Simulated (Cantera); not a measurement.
What does this Cantera script print?

```python
import numpy as np
import cantera as ct

gas = ct.Solution("gri30.yaml")


def delay(T, t_max=10):
    gas.TPX = T, 101325, {'CH4': 1, 'O2': 2.5, 'N2': 7.5, 'CO2': 0.07}
    reactor = ct.IdealGasConstPressureReactor(gas, clone=False)
    net = ct.ReactorNet([reactor])
    net.rtol, net.atol = 1e-8, 1e-16
    while net.time < t_max:
        t_old, T_old = net.time, reactor.T
        net.step()
        if reactor.T > T + 400:  # ignition: a rise of 400 K
            return t_old + (T + 400 - T_old) / (reactor.T - T_old) * (net.time - t_old)
    return np.nan


taus = []
for T in [1175, 1275, 1375, 1475, 1575, 1675, 1775, 1875, 1975]:
    taus.append(delay(T))
    print(f"T0 = {T:6g} K   tau = {taus[-1]:.4e} s")
```

Result:

```
T0 =   1175 K   tau = 4.8023e-02 s
T0 =   1275 K   tau = 1.1909e-02 s
T0 =   1375 K   tau = 3.4353e-03 s
T0 =   1475 K   tau = 1.1600e-03 s
T0 =   1575 K   tau = 4.6172e-04 s
T0 =   1675 K   tau = 2.1302e-04 s
T0 =   1775 K   tau = 1.1024e-04 s
T0 =   1875 K   tau = 6.2228e-05 s
T0 =   1975 K   tau = 3.7576e-05 s
```

Computed with Cantera and GRI-Mech 3.0 (53 species, 325 reactions).
